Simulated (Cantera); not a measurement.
## Thermodynamics of carbon deposition, reforming and gasification, feed C2H2 + H2O + H2

Input: 1 mol C2H2, 0.26 mol H2O, 5.3 mol H2, held at 95.0 mbar.

Method: chemical equilibrium by Gibbs-energy minimisation in Cantera with the NASA 1993 tables (ideal gas, pure condensed phases). Candidate condensed phases: C, C6H6, C7H8, C8H18, H2O; 110 gas species. Equilibrium is a limit: real reactors are often held back by kinetics, nucleation or transport.

| T (°C) | x H2 | x CO | x CH4 | x H2O | x CO2 | x H | n C(graphite) |
|---|---|---|---|---|---|---|---|
| 650 | 0.942 | 0.0337 | 0.0196 | 0.00466 | 0.000341 | 7.70e-10 | 1.64 |
| 700 | 0.950 | 0.0363 | 0.0110 | 0.00204 | 0.000126 | 3.42e-9 | 1.68 |
| 750 | 0.955 | 0.0374 | 0.00650 | 0.000928 | 4.75e-5 | 1.31e-8 | 1.70 |
| 800 | 0.958 | 0.0378 | 0.00400 | 0.000447 | 1.91e-5 | 4.45e-8 | 1.72 |
| 850 | 0.959 | 0.0380 | 0.00257 | 0.000228 | 8.28e-6 | 1.35e-7 | 1.72 |
| 900 | 0.960 | 0.0381 | 0.00170 | 0.000123 | 3.84e-6 | 3.75e-7 | 1.73 |
| 950 | 0.961 | 0.0381 | 0.00117 | 6.99e-5 | 1.90e-6 | 9.56e-7 | 1.73 |
| 1000 | 0.961 | 0.0381 | 0.000824 | 4.14e-5 | 9.92e-7 | 2.27e-6 | 1.73 |
| 1050 | 0.961 | 0.0381 | 0.000597 | 2.55e-5 | 5.45e-7 | 5.04e-6 | 1.74 |
| 1100 | 0.961 | 0.0381 | 0.000442 | 1.63e-5 | 3.14e-7 | 1.06e-5 | 1.74 |
| 1150 | 0.962 | 0.0381 | 0.000334 | 1.07e-5 | 1.88e-7 | 2.11e-5 | 1.74 |
| 1200 | 0.962 | 0.0381 | 0.000258 | 7.29e-6 | 1.17e-7 | 4.02e-5 | 1.74 |
| 1250 | 0.962 | 0.0381 | 0.000202 | 5.08e-6 | 7.50e-8 | 7.35e-5 | 1.74 |
x: gas mole fraction; n: condensed amount in mol.

From 650 °C to 1250 °C the condensed part is C(graphite). The main C-bearing gas is CO throughout.
